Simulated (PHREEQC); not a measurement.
Consider water at 48 °C with 1.4 mmol/kgw HCl, 0.15 mmol/kgw CuSO4 and 0.086 mmol/kgw MgSO4. Closed to the air; pH follows from the charge balance.

Model: ion-association model, wateq4f.dat, run in PHREEQC.

Each row changes one thing in this solution. This is a speciation only: nothing precipitates in the calculation.

```json
[
 {"case": "as made", "pH": "2.89", "ionic strength (mol/kgw)": "0.00224", "SO4-2 (mol/kgw)": "0.000192", "Cu+2 (mol/kgw)": "0.000144", "HSO4- (mol/kgw)": "3.55e-5", "CuSO4 (mol/kgw)": "4.28e-6", "SI of Tenorite (CuO)": "-4.98", "SI of Chalcanthite (CuSO4:5H2O)": "-5.18"},
 {"case": "MgSO4 from 8.6e-05 to 8.6e-06 mol/kgw", "pH": "2.88", "ionic strength (mol/kgw)": "0.00197", "SO4-2 (mol/kgw)": "0.000131", "Cu+2 (mol/kgw)": "0.000146", "HSO4- (mol/kgw)": "2.46e-5", "CuSO4 (mol/kgw)": "3.01e-6", "SI of Tenorite (CuO)": "-4.98", "SI of Chalcanthite (CuSO4:5H2O)": "-5.33"},
 {"case": "MgSO4 replaced by FeSO4 at the same molality", "pH": "2.89", "ionic strength (mol/kgw)": "0.00224", "SO4-2 (mol/kgw)": "0.000193", "Cu+2 (mol/kgw)": "0.000144", "HSO4- (mol/kgw)": "3.57e-5", "CuSO4 (mol/kgw)": "4.30e-6", "SI of Tenorite (CuO)": "-4.98", "SI of Chalcanthite (CuSO4:5H2O)": "-5.18"},
 {"case": "temperature from 48 to 35 °C", "pH": "2.88", "ionic strength (mol/kgw)": "0.00226", "SO4-2 (mol/kgw)": "0.000201", "Cu+2 (mol/kgw)": "0.000145", "HSO4- (mol/kgw)": "2.74e-5", "CuSO4 (mol/kgw)": "4.19e-6", "SI of Tenorite (CuO)": "-5.42", "SI of Chalcanthite (CuSO4:5H2O)": "-5.11"},
 {"case": "CuSO4 from 0.00015 to 3e-05 mol/kgw", "pH": "2.88", "ionic strength (mol/kgw)": "0.00182", "SO4-2 (mol/kgw)": "9.52e-5", "Cu+2 (mol/kgw)": "2.93e-5", "HSO4- (mol/kgw)": "1.82e-5", "CuSO4 (mol/kgw)": "4.47e-7", "SI of Tenorite (CuO)": "-5.68", "SI of Chalcanthite (CuSO4:5H2O)": "-6.16"},
 {"case": "HCl left out", "pH": "5.57", "ionic strength (mol/kgw)": "___", "SO4-2 (mol/kgw)": "0.000225", "Cu+2 (mol/kgw)": "___", "HSO4- (mol/kgw)": "9.23e-8", "CuSO4 (mol/kgw)": "5.70e-6", "SI of Tenorite (CuO)": "+0.40", "SI of Chalcanthite (CuSO4:5H2O)": "-5.05"},
 {"case": "0.00043 mol/kgw Cu(NO3)2 added", "pH": "2.89", "ionic strength (mol/kgw)": "0.00349", "SO4-2 (mol/kgw)": "0.000185", "Cu+2 (mol/kgw)": "0.000561", "HSO4- (mol/kgw)": "3.27e-5", "CuSO4 (mol/kgw)": "1.45e-5", "SI of Tenorite (CuO)": "-4.40", "SI of Chalcanthite (CuSO4:5H2O)": "-4.65"},
 {"case": "CuSO4 from 0.00015 to 0.0003 mol/kgw", "pH": "2.90", "ionic strength (mol/kgw)": "0.00275", "SO4-2 (mol/kgw)": "0.000311", "Cu+2 (mol/kgw)": "0.000284", "HSO4- (mol/kgw)": "5.55e-5", "CuSO4 (mol/kgw)": "1.31e-5", "SI of Tenorite (CuO)": "-4.68", "SI of Chalcanthite (CuSO4:5H2O)": "-4.69"},
 {"case": "temperature from 48 to 85 °C", "pH": "2.90", "ionic strength (mol/kgw)": "0.00215", "SO4-2 (mol/kgw)": "0.000152", "Cu+2 (mol/kgw)": "0.000141", "HSO4- (mol/kgw)": "7.39e-5", "CuSO4 (mol/kgw)": "3.92e-6", "SI of Tenorite (CuO)": "-3.89", "SI of Chalcanthite (CuSO4:5H2O)": "-5.40"}
]
```

**Question.** Fill in the missing entries.

**Answer.** 
- HCl left out, ionic strength (mol/kgw): 0.000897
- HCl left out, Cu+2 (mol/kgw): 0.000142

Some of these states are supersaturated (in Tenorite (slow to form), for instance). At this temperature some constants are extrapolated from 25 °C, and those without enthalpy data are left unchanged.
